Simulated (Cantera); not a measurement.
An adiabatic, constant-volume homogeneous reactor starts with 3.77 % CH₄, 0.829 % C₂H₆, 20.1 % O₂, 75.3 % N₂, equivalence ratio 0.52, at 1200 K and 5.00 bar.

Cantera simulation using GRI-Mech 3.0 (53 species, 325 reactions); the numbers are that mechanism's predictions, not measurements.

**Question.** Predict: time of steepest temperature rise; temperature at 3.00 s; equilibrium temperature; x(O₂) at 3.00 s; x(OH) at 3.00 s.

**Answer.** 
```json
{
 "time_of_steepest_temperature_rise": "1.16 ms",
 "temperature at 3.00 s": "2485 K",
 "equilibrium_temperature": "2485 K",
 "x(O₂) at 3.00 s": "0.0877 (gas-phase equilibrium 0.0877)",
 "x(OH) at 3.00 s": "0.00605 (gas-phase equilibrium 0.00605)"
}
```
